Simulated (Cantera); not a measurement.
A perfectly stirred reactor is fed with CO : O2 : H2O : N2 = 0.0061 : 0.072 : 0.016 : 1 (molar parts), equivalence ratio 0.042, at 850000 Pa; it is held at 1025 K, and followed from long to short residence time.

Cantera simulation using GRI-Mech 3.0 (53 species, 325 reactions); the numbers are that mechanism's predictions, not measurements.

Q: Predict: x(CO) at τ = 1.10 s; x(O2) at τ = 1.10 s; x(H2O) at τ = 1.10 s; x(H2O2) at τ = 1.10 s; x(CO) at τ = 12.0 ms; x(O2) at τ = 12.0 ms; x(H2O) at τ = 12.0 ms; x(H2O2) at τ = 12.0 ms.

A: 
```json
{
 "x(CO) at τ = 1.10 s": "0.00279",
 "x(O2) at τ = 1.10 s": "0.0645",
 "x(H2O) at τ = 1.10 s": "0.0146",
 "x(H2O2) at τ = 1.10 s": "3.65e-7",
 "x(CO) at τ = 12.0 ms": "0.00555",
 "x(O2) at τ = 12.0 ms": "0.0658",
 "x(H2O) at τ = 12.0 ms": "0.0146",
 "x(H2O2) at τ = 12.0 ms": "1.37e-7"
}
```
